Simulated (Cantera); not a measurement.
What does this Cantera script print?

```python
import numpy as np
import cantera as ct

gas_names = """
    AL ALCL ALCL2 ALCL3 AL2 AL2CL6 CL CL2
""".split()
cond_names = """
    AL(cr) AL(L) ALCL3(s) ALCL3(L)
""".split()


# ... load() reads the species with a 1 bar reference pressure and builds the phases ...
atoms = {
    'Al': {'AL': 1},
    'Cl2': {'CL': 2},
}
top_T = {}  # K; cautious upper limits of use, not melting points


# ... equilibrate(T, P, feed) seeds the gas with the atoms and calls Mixture.equilibrate('TP', solver="vcs", rtol=1e-11, max_steps=5000) ...
results = []
T = 650  # K
P = 2500  # Pa
for m in [0.34, 0.44, 0.56, 0.71, 0.91, 1.2, 1.5, 1.9, 2.4, 3.1]:
    feed = {'Al': 1, 'Cl2': m}  # mol
    mix = equilibrate(T, P, feed)
    results.append((T, P, feed, dict(zip(mix.species_names, mix.species_moles))))

top = {s: max(r[3][s] / sum(r[3][g] for g in gas_names) for r in results) for s in gas_names}
cols = sorted((s for s in top if top[s] > 1e-05), key=lambda s: -top[s])[:7]
seen = [c for c in cond_names if any(r[3].get(c, 0) > 1e-12 for r in results)]
print("log10 of partial pressures in bar; condensed amounts in mol")
print(f"{'n(Cl2)':>10s}" + "".join(f"{s[:9]:>10s}" for s in cols + seen))
for T, P, feed, n in results:
    ng = sum(n[g] for g in gas_names)
    print(f"{feed['Cl2']:10.4g}" + "".join(f"{np.log10(max(n[s] / ng * P / 1e5, 1e-99)):10.3f}" for s in cols)
          + "".join(f"{n.get(c, 0):10.4g}" for c in seen))
```

Output:

```
log10 of partial pressures in bar; condensed amounts in mol
    n(Cl2)       CL2    AL2CL6     ALCL3     ALCL2    AL(cr)
      0.34   -30.980    -1.789    -2.058    -6.553    0.7733
      0.44   -30.980    -1.789    -2.058    -6.553    0.7067
      0.56   -30.980    -1.789    -2.058    -6.553    0.6267
      0.71   -30.980    -1.789    -2.058    -6.553    0.5267
      0.91   -30.980    -1.789    -2.058    -6.553    0.3933
       1.2   -30.980    -1.789    -2.058    -6.553       0.2
       1.5   -15.285    -1.789    -2.058   -14.401         0
       1.9    -2.014    -2.052    -2.190   -21.168         0
       2.4    -1.840    -2.261    -2.294   -21.359         0
       3.1    -1.757    -2.461    -2.395   -21.501         0
```

Equilibrium computed with Cantera from the NASA thermochemical tables; the gas is ideal and each condensed phase is pure. The tables' values for AlCl2 are old estimates; treat these amounts as uncertain.
